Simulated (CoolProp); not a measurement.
Properties of normal hydrogen along the isobar 5.78 bar (Tc = -240.0 °C, pc = 12.96 bar, ω = -0.219).

The numbers come from the reference Helmholtz-energy equation of state, Leachman 2009 in CoolProp.

```csv
T (°C),phase,cv (kJ/(kg K)),expansivity (1/kK)
-243.45,gas,6.770,?
-219.15,gas,6.301,20.81
-194.85,gas,?,13.32
-170.55,gas,?,9.931
-146.15,gas,7.875,7.944
-121.85,gas,8.509,6.636
-97.55,gas,?,5.703
-73.25,gas,?,5.002
-48.95,gas,?,4.456
-24.55,gas,?,4.017
-0.25,gas,10.07,3.658
24.05,gas,?,3.358
48.35,gas,10.25,3.104
```

Question: Some entries are withheld; supply them.

Answer: 
- -243.45, expansivity (1/kK): 71.63
- -194.85, cv (kJ/(kg K)): 6.558
- -170.55, cv (kJ/(kg K)): 7.166
- -97.55, cv (kJ/(kg K)): 9.020
- -73.25, cv (kJ/(kg K)): 9.413
- -48.95, cv (kJ/(kg K)): 9.706
- -24.55, cv (kJ/(kg K)): 9.921
- 24.05, cv (kJ/(kg K)): 10.18
